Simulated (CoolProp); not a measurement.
Vapour-liquid equilibrium of cyclohexane (1) + dimethyl carbonate (2) at 143.85 °C; x and y are mole fractions of (1).

Computed with CoolProp (multi-fluid Helmholtz-energy mixture model, Zhou 2014 and Zhou 2011; pair parameters Bell 2016).

```
x     bubble pressure, mixture model (MPa)  bubble pressure, Raoult's law (MPa)  y, mixture model  y, Raoult's law
----  ------------------------------------  -----------------------------------  ----------------  ---------------
0.05                                0.4776                               0.4376             0.125            0.056
0.2                                 0.5602                               0.4456             0.338            0.219
0.35                                0.5995                               0.4535             0.451            0.377
0.5                                 0.6148                               0.4615             0.531            0.529
0.65                                0.6132                               0.4694             0.608            0.676
0.8                                 0.5905                               0.4774             0.708            0.818
0.95                                0.5262                               0.4854             0.892            0.955
```

The largest gap from Raoult's law is +33.2 % in bubble pressure, at x = 0.5. y crosses x between x = 0.5 and 0.65: the model has an azeotrope there.

Pair parameters are fitted to limited data, so mixtures are less certain than the pure fluids.
